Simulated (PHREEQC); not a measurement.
PHREEQC input (ion-association model, wateq4f.dat):

```
SOLUTION_MASTER_SPECIES
  An  An-  0  An  62.0  # stands for a non-complexing anion
SOLUTION_SPECIES
  An- = An-
    -log_k 0
    -gamma 3.0 0
PHASES
  Fix_H+
    H+ = H+
    -log_k 0
SOLUTION 1
  temp 25
  units mmol/kgw
  pH 7 charge
  As(3) 0.00092
  Na 100.001
  An 100
END
SELECTED_OUTPUT 1
  -reset false
  -pH true
  -pe true
  -ionic_strength true
  -water true
  -totals As Na As(3) As(5)
  -molalities Hfo_wOH Hfo_wOH2+ Hfo_wO- Hfo_sOH Hfo_sOH2+ Hfo_sO- Hfo_wH2AsO3
  -saturation_indices Arsenolite
USER_PUNCH 1
  -headings sigma psi
  10 PUNCH EDL("sigma", "Hfo"), EDL("psi", "Hfo")
PRINT
  -reset false
USE solution 1
SURFACE 1
  Hfo_wOH 0.000337079 600 0.15
  Hfo_sOH 8.42697e-06
EQUILIBRIUM_PHASES 1
  Fix_H+ -3 HAn 10
    -force_equality true
END
# ... the last block is repeated for the other 16 points of pH, with NaOH or the acid as the point needs
```

Selected output (columns that matter, 13 of 17 rows; pH added in front):

```
pH	mu	As	Na	m_Hfo_wOH	m_Hfo_wOH2+	m_Hfo_wO-	m_Hfo_sOH	m_Hfo_sOH2+	m_Hfo_sO-	m_Hfo_wH2AsO3	si_Arsenolite	sigma	psi
3	0.10138	3.4153e-07	0.1	6.4193e-06	0.00033008	2.86e-09	1.6076e-07	8.2661e-06	7.1622e-11	5.7847e-07	-11.529	0.36275	0.15256
3.38	0.10067	1.9175e-07	0.1	1.4392e-05	0.00032194	1.4738e-08	3.6057e-07	8.066e-06	3.6926e-10	7.2825e-07	-12.03	0.3538	0.15146
4.12	0.10024	6.0736e-08	0.1	5.3604e-05	0.00028238	2.3311e-07	1.3435e-06	7.0776e-06	5.8426e-09	8.5926e-07	-13.029	0.31009	0.14484
4.5	0.10017	3.8288e-08	0.1	8.7254e-05	0.00024824	7.0259e-07	2.1871e-06	6.2223e-06	1.7611e-08	8.8171e-07	-13.429	0.27205	0.13818
4.88	0.10012	2.707e-08	0.1	0.00012499	0.00020949	1.7083e-06	3.133e-06	5.2512e-06	4.2821e-08	8.9292e-07	-13.731	0.22836	0.1293
5.62	0.10007	1.7902e-08	0.1	0.000191	0.00013917	6.0048e-06	4.7878e-06	3.4887e-06	1.5052e-07	9.0209e-07	-14.09	0.14636	0.10692
6	0.10005	1.5896e-08	0.1	0.0002157	0.00011086	9.6143e-06	5.407e-06	2.779e-06	2.41e-07	9.0409e-07	-14.194	0.11127	0.093411
6.38	0.10004	1.4723e-08	0.1	0.00023349	8.8588e-05	1.4098e-05	5.8529e-06	2.2207e-06	3.5339e-07	9.0525e-07	-14.261	0.081867	0.07873
7.12	0.10002	1.3788e-08	0.1	0.00025206	5.9759e-05	2.4355e-05	6.3184e-06	1.498e-06	6.1053e-07	9.0617e-07	-14.327	0.03891	0.047035
7.5	0.10001	1.3803e-08	0.1	0.00025603	5.0265e-05	2.9876e-05	6.418e-06	1.26e-06	7.4891e-07	9.0614e-07	-14.341	0.022408	0.029402
7.88	0.1	1.4248e-08	0.1	0.00025779	4.2892e-05	3.5493e-05	6.4621e-06	1.0752e-06	8.8972e-07	9.0568e-07	-14.347	0.0081316	0.011174
8.62	0.10001	1.8451e-08	0.10002	0.00025668	3.1338e-05	4.8162e-05	6.4341e-06	7.8556e-07	1.2073e-06	9.0143e-07	-14.347	-0.01849	-0.02465
9	0.10003	2.5771e-08	0.10005	0.00025338	2.5805e-05	5.6997e-05	6.3514e-06	6.4683e-07	1.4287e-06	8.9408e-07	-14.343	-0.034282	-0.042469
```

The oxide is taken as insoluble; below pH 4 it would dissolve.
